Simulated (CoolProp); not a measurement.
Vapour-liquid equilibrium of dimethyl ether (1) + 1-butene (2) at 1.09 MPa; x and y are mole fractions of (1).

Model: multi-fluid Helmholtz-energy mixture model, Wu 2011 and Lemmon 2005; pair parameters Bell 2016, in CoolProp.

```json
[
 {"x": "0.05", "bubble temperature, mixture model (K)": "346.4", "bubble temperature, Raoult's law (K)": "346.9", "y, mixture model": "…", "y, Raoult's law": "0.090"},
 {"x": "0.2", "bubble temperature, mixture model (K)": "…", "bubble temperature, Raoult's law (K)": "341.5", "y, mixture model": "…", "y, Raoult's law": "0.320"},
 {"x": "0.35", "bubble temperature, mixture model (K)": "334.7", "bubble temperature, Raoult's law (K)": "336.8", "y, mixture model": "…", "y, Raoult's law": "0.505"},
 {"x": "0.5", "bubble temperature, mixture model (K)": "330.5", "bubble temperature, Raoult's law (K)": "332.6", "y, mixture model": "…", "y, Raoult's law": "0.655"},
 {"x": "0.65", "bubble temperature, mixture model (K)": "327.1", "bubble temperature, Raoult's law (K)": "328.8", "y, mixture model": "0.747", "y, Raoult's law": "0.780"},
 {"x": "0.8", "bubble temperature, mixture model (K)": "…", "bubble temperature, Raoult's law (K)": "325.3", "y, mixture model": "…", "y, Raoult's law": "0.885"},
 {"x": "0.95", "bubble temperature, mixture model (K)": "321.9", "bubble temperature, Raoult's law (K)": "322.2", "y, mixture model": "0.964", "y, Raoult's law": "0.973"}
]
```

Task: Fill in the missing entries.

Result: 
- 0.05, y, mixture model: 0.088
- 0.2, bubble temperature, mixture model (K): 339.9
- 0.2, y, mixture model: 0.310
- 0.35, y, mixture model: 0.484
- 0.5, y, mixture model: 0.626
- 0.8, bubble temperature, mixture model (K): 324.3
- 0.8, y, mixture model: 0.857

The largest gap from Raoult's law is -2.1 K in bubble temperature, at x = 0.35. No azeotrope shows between x = 0.05 and 0.95.

Pair parameters are fitted to limited data, so mixtures are less certain than the pure fluids.
